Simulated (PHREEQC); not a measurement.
A column of 0.2 m (30 cells, dispersivity 0.01 m, 720 s a shift, diffusion coefficient 3e-10 m²/s) holds 0.0086 eq of the database's cation exchanger X per kg of pore water, first in equilibrium with 0.0077 mol/kgw SrCl2, 0.061 mol/kgw NaCl and 1e-05 mol/kgw HCl. It is flushed with 0.0011 mol/kgw LiCl, 0.0015 mol/kgw CdCl2 and 1e-05 mol/kgw HCl, at 15 °C. Values are for the last cell. No CO2 enters from the air. Nothing may precipitate in this run.

Equilibrium calculation in PHREEQC: ion-association model, phreeqc.dat.

Question: Predict Na in solution (mol/kgw), Sr in solution (mol/kgw) at pore volumes = 4.683, 5.383.

Answer: 
| pore volumes | Na in solution (mol/kgw) | Sr in solution (mol/kgw) |
|---|---|---|
| 4.683 | 7.23e-9 | 0.000408 |
| 5.383 | 3.16e-10 | 0.000279 |
